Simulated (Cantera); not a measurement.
Charge: 1 mol PbO, 0.5 mol CO, 0.13 mol N2, held at 15.0 mbar.

Cantera equilibrium calculation (NASA polynomials, part measured and part estimated; ideal gas, pure solids and liquids). Candidate condensed phases: C, Pb, PbO, PbO2, Pb3O4; 27 gas species. Equilibrium is a limit: real reactors are often held back by kinetics, nucleation or transport.

Question: At 602 °C, list the 4 most abundant gas species with their mole fractions, and the condensed phases.

Answer: CO2 0.794, N2 0.206, Pb 4.49e-5, CO 2.70e-5. Condensed: Pb(l) + PbO(yellow).
